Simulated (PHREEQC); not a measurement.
Make-up at 25 °C: 0.21 mol HNO3, 0.00047 mol Fe(NO3)3 and 0.005 mol CO2 per kg of water. Closed to the air; pH follows from the charge balance.

All values are PHREEQC results (ion-association model, wateq4f.dat), not measurements.

```yaml
pH: 0.78
ionic_strength: 0.213 mol/kgw
activity_of_water: 0.993
total_alkalinity: -211 meq/kg
```

```tsv
species	molality	activity	log γ
NO3-	0.211	0.146	-0.162
H+	0.210	0.167	-0.100
CO2	0.00500	0.00525	0.021
Fe+3	0.000462	5.88e-5	-0.896
FeOH+2	7.74e-6	2.26e-6	-0.535
HCO3-	1.87e-8	1.39e-8	-0.129
```

This is a speciation only: nothing precipitates in the calculation. The solution is supersaturated, for example in Hematite (slow to form), so a real one may precipitate; this is no full list.
